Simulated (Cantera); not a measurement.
What does this Cantera script print?

```python
import numpy as np
import cantera as ct

gas_names = """
    AL ALH ALI ALI3 ALN ALO ALOH ALO2 ALO2H AL2 AL2I6 AL2O AL2O2 H HALO HI HNO HNO2 HNO3 HO2 H2 H2O H2O2
    I I2 N NH NH2 NH3 NH2OH NO NO2 NO3 N2 N2H2 N2H4 N2O O OH O2 O3
""".split()
cond_names = """
    AL(cr) AL(L) ALI3(s) ALI3(L) ALN(s) AL2O3(a) AL2O3(L) H2O(s) H2O(L) I2(cr) I2(L)
""".split()


# ... load() reads the species with a 1 bar reference pressure and builds the phases ...
atoms = {
    'AlI3': {'AL': 1, 'I': 3},
    'NH3': {'N': 1, 'H': 3},
    'H2': {'H': 2},
    'H2O': {'H': 2, 'O': 1},
}
top_T = {'ALN(s)': 2750}  # K; cautious upper limits of use, not melting points


# ... equilibrate(T, P, feed) seeds the gas with the atoms and calls Mixture.equilibrate('TP', solver="vcs", rtol=1e-11, max_steps=5000) ...
results = []
feed = {'AlI3': 1, 'NH3': 4.2, 'H2': 2, 'H2O': 6.7}  # mol
T = 1973.15  # K
P = 10000  # Pa
mix = equilibrate(T, P, feed)
results.append((T, P, feed, dict(zip(mix.species_names, mix.species_moles))))
x = sorted(zip(gas.X, gas.species_names), reverse=True)
print(f"T = {T:g} K  P = {P:g} Pa  gas = {mix.phase_moles(0):.4g} mol")
print("   x: " + "  ".join(f"{s} {v:.3e}" for v, s in x if v > 1e-05))
print("   condensed (mol): " + ("  ".join(f"{mix.phase(i).name} {mix.phase_moles(i):.4g}"
      for i in range(1, mix.n_phases) if mix.phase_moles(i) > 1e-12) or "none"))
```

Result:

```
T = 1973.15 K  P = 10000 Pa  gas = 19.94 mol
   x: H2 4.807e-01  H2O 2.606e-01  I 1.317e-01  N2 1.053e-01  HI 1.863e-02  H 2.961e-03  OH 1.524e-04  I2 5.714e-05
   condensed (mol): AL2O3(a) 0.5
```

These are equilibrium values from Cantera (NASA tables, ideal gas, pure condensed phases), not measurements of a reactor. Gases not in the tables: Al(OH)3.
